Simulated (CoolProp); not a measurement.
Properties of dimethyl ether at several states (Tc = 127.2 °C, pc = 5337 kPa, ω = 0.196).

Values from CoolProp's reference Helmholtz-energy equation of state, Wu 2011.

| T (°C) | p (kPa) | phase | density (kg/m³) | speed of sound (m/s) | Joule-Thomson coefficient (K/MPa) | viscosity (µPa s) |
|---|---|---|---|---|---|---|
| 51.45 | 396 | gas | 7.154 | 247.2 | 18.40 | 9.99 |
| 83.95 | 715 | gas | 11.97 | 254.1 | 13.59 | 11.0 |
| 156.25 | 10200 | supercritical | 379.1 | 278.0 | 2.681 | 36.4 |

Viscosity comes from a separate model (Meng 2012).
